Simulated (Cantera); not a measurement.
An isothermal, constant-pressure homogeneous reactor starts with 4.21 % H2, 95.8 % O2, at 1400 K and 0.0263 atm.

Model: the H2/O2 subset of GRI-Mech 3.0, which has no nitrogen chemistry, integrated in Cantera. Radical loss at walls, strong at low pressure, is not modelled. The temperature is held fixed by assumption; the heat of reaction is taken as removed at once.

x: mole fraction; the columns are a selection and need not sum to one.

```
t (s)         x H2   x O2      x OH    x HO2    x H2O2
--------  --------  -----  --------  -------  --------
3.00e-6     0.0421  0.958  7.47e-10  5.66e-9    <1e-12
1.23e-5     0.0421  0.958       ___  2.32e-8  4.41e-12
5.04e-5     0.0421  0.958       ___  9.51e-8  7.24e-11
0.000206    0.0421  0.958       ___  3.96e-7   1.12e-9
0.000845   0.00208  0.924       ___  3.70e-6   1.35e-7
0.00346   0.000563  0.925       ___  3.13e-6   8.53e-8
0.0142    0.000388  0.935       ___  2.72e-6   7.82e-8
0.0582    0.000123  0.950       ___  1.56e-6   5.23e-8
0.238      1.50e-5  0.956       ___  3.94e-7   1.87e-8
0.976      1.48e-6  0.957       ___  7.75e-8   4.31e-9
4.00       2.23e-7  0.957       ___  6.21e-8   1.10e-9
```

Problem. Fill in the missing entries.

Solution. 
- 1.23e-5, x OH: 9.35e-9
- 5.04e-5, x OH: 9.17e-8
- 0.000206, x OH: 3.92e-6
- 0.000845, x OH: 0.00681
- 0.00346, x OH: 0.00485
- 0.0142, x OH: 0.00405
- 0.0582, x OH: 0.00230
- 0.238, x OH: 0.000806
- 0.976, x OH: 0.000254
- 4.00, x OH: 9.87e-5
